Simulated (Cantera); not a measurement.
# Ignition delay

Mixture: 4.24 % CH4, 17.7 % O2, 66.6 % N2, 11.5 % H2O, at 3750 Torr, adiabatic and at constant volume. Ignition delay is the time to a rise of 400 K.

Model: GRI-Mech 3.0 (53 species, 325 reactions), integrated in Cantera.

| T0 (K) | delay (ms) |
|---|---|
| 1250 | 4.15 |
| 1350 | 1.35 |
| 1450 | 0.479 |
| 1550 | 0.184 |
| 1650 | 0.0769 |
| 1750 | 0.0356 |

```json
{
 "apparent activation energy between 1550 and 1750 K": "190 kJ/mol"
}
```
